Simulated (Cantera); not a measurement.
A closed system holds: 1 mol C2H2, 0.67 mol NH3, 0.22 mol N2, equilibrated at 1798 K and 1.80 bar.

Equilibrium computed with Cantera from the NASA thermochemical tables; the gas is ideal and each condensed phase is pure. Candidate condensed phases: C, C6H6, C7H8, C8H18; 92 gas species. Equilibrium is a limit: real reactors are often held back by kinetics, nucleation or transport.

Base state: H2 0.781, N2 0.216, HCN 0.00249, CH4 0.000849, H 0.000232, C2H2 (acetylene) 0.000135, HNC 9.42e-5, NH3 1.69e-5 (mole fractions); condensed: C(graphite).

Question: What changes in the equilibrium state with this change: pressure from 1.80 bar to 1.33 mbar?

Answer: 
| species | before | after |
|---|---|---|
| H2 | 0.781 | 0.774 |
| N2 | 0.216 | 0.215 |
| H | 0.000232 | 0.00848 |
| CH4 | 0.000849 | 6.19e-7 |
| NH3 | 1.69e-5 | 1.23e-8 |
| C(graphite), mol | 1.99 | 1.99 |
